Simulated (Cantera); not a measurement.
A Cantera script and its output.

```python
import numpy as np
import cantera as ct

gas = ct.Solution("gri30.yaml")
gas.TPX = 1150, 101325, {'CH4': 1, 'C2H6': 0.23, 'O2': 4.38, 'N2': 16.5}
reactor = ct.IdealGasReactor(gas, energy="on", clone=False)
net = ct.ReactorNet([reactor])
net.rtol, net.atol = 1e-08, 1e-16
show = ['CH4', 'C2H6', 'O2', 'CO', 'HCO', 'OH', 'C2H']
times = np.geomspace(1e-05, 6, 16)

steps = ct.SolutionArray(gas, extra=["t"])
rows = []
print(f"{'t/s':>10s}{'T/K':>9s}{'P/Pa':>11s}" + "".join(f"{s:>11s}" for s in show))
for t in times:
    while net.time < t:
        t_next = net.step()
        steps.append(gas.state, t=t_next)
    rows.append([np.interp(t, steps.t, y) for y in (steps.T, steps.P, *steps(*show).X.T)])
    print(f"{t:10.3e}{rows[-1][0]:9.1f}{rows[-1][1]:11.4g}" + "".join(f"{x:11.3e}" for x in rows[-1][2:]))
rate = np.gradient(steps.T, steps.t)
print("integrator steps:", len(steps.t))
if steps.T.max() > steps.T[0] + 200:
    print(f"time of steepest temperature rise: {steps.t[rate.argmax()]:.4e} s")
gas.TPX = 1150, 101325, {'CH4': 1, 'C2H6': 0.23, 'O2': 4.38, 'N2': 16.5}
gas.equilibrate("UV")
print(f"equilibrium (UV): T = {gas.T:.1f} K  " + "  ".join(f"{s} {gas[s].X[0]:.3e}" for s in show))
```

It prints:

```
       t/s      T/K       P/Pa        CH4       C2H6         O2         CO        HCO         OH        C2H
 1.000e-05   1150.0  1.013e+05  4.523e-02  1.040e-02  1.981e-01  4.895e-15  4.056e-17  2.532e-11  2.746e-30
 2.428e-05   1150.0  1.013e+05  4.523e-02  1.040e-02  1.981e-01  7.262e-14  2.447e-16  6.472e-11  1.441e-28
 5.894e-05   1150.0  1.013e+05  4.523e-02  1.040e-02  1.981e-01  1.064e-12  1.493e-15  1.589e-10  6.565e-27
 1.431e-04   1150.0  1.013e+05  4.523e-02  1.040e-02  1.981e-01  1.559e-11  9.467e-15  3.869e-10  2.905e-25
 3.474e-04   1150.0  1.013e+05  4.523e-02  1.040e-02  1.981e-01  2.378e-10  6.673e-14  1.028e-09  1.463e-23
 8.434e-04   1150.0  1.013e+05  4.523e-02  1.040e-02  1.981e-01  4.463e-09  6.406e-13  3.712e-09  1.145e-21
 2.048e-03   1150.1  1.013e+05  4.521e-02  1.037e-02  1.981e-01  1.754e-07  1.641e-11  2.621e-08  3.333e-19
 4.971e-03   1176.8  1.039e+05  4.267e-02  8.122e-03  1.942e-01  7.165e-04  8.427e-08  3.519e-06  3.288e-13
 1.207e-02   2580.4  2.311e+05  1.122e-17  2.101e-33  6.516e-02  8.193e-03  2.806e-09  1.178e-02  9.760e-23
 2.930e-02   2576.4  2.307e+05  1.097e-17  2.013e-33  6.405e-02  8.118e-03  2.736e-09  1.160e-02  9.082e-23
 7.114e-02   2576.4  2.307e+05  1.096e-17  2.013e-33  6.404e-02  8.118e-03  2.736e-09  1.160e-02  9.077e-23
 1.727e-01   2576.4  2.307e+05  1.096e-17  2.013e-33  6.404e-02  8.118e-03  2.736e-09  1.160e-02  9.077e-23
 4.193e-01   2576.4  2.307e+05  1.096e-17  2.013e-33  6.404e-02  8.118e-03  2.736e-09  1.160e-02  9.077e-23
 1.018e+00   2576.4  2.307e+05  1.096e-17  2.013e-33  6.404e-02  8.118e-03  2.736e-09  1.160e-02  9.077e-23
 2.471e+00   2576.4  2.307e+05  1.096e-17  2.013e-33  6.404e-02  8.118e-03  2.736e-09  1.160e-02  9.077e-23
 6.000e+00   2576.4  2.307e+05  1.096e-17  2.013e-33  6.404e-02  8.118e-03  2.736e-09  1.160e-02  9.077e-23
integrator steps: 2014
time of steepest temperature rise: 5.7087e-03 s
equilibrium (UV): T = 2576.4 K  CH4 1.564e-17  C2H6 3.609e-33  O2 6.404e-02  CO 8.118e-03  HCO 2.736e-09  OH 1.160e-02  C2H 9.934e-23
```

Cantera simulation using GRI-Mech 3.0 (53 species, 325 reactions); the numbers are that mechanism's predictions, not measurements.
